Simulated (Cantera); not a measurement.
A closed system holds: 1 mol Al(CH3)3, 1.7 mol O2, 620 mol N2, equilibrated at 7.50 Torr.

Equilibrium computed with Cantera from the NASA thermochemical tables; the gas is ideal and each condensed phase is pure. Candidate condensed phases: Al, AlN, Al2O3, C, C6H6, C7H8, C8H18, H2O; 148 gas species. The feed counts by its element totals alone. The numbers say what is thermodynamically allowed, not how fast it happens. All values below are at 902 °C.

Base state: N2 0.990, H2 0.00718, CO 0.00303 (mole fractions); condensed: Al2O3(s) + C(graphite).

Problem. What changes in the equilibrium state with this change: O2 from 1.7 to 0.31 mol?

Solution. 
```tsv
species	before	after
N2	0.990	0.992
H2	0.00718	0.00720
CO	0.00303	0.000993
Al2O3(s), mol	0.500	0
C(graphite), mol	1.10	2.38
AlN(s), mol	0	1.00
```
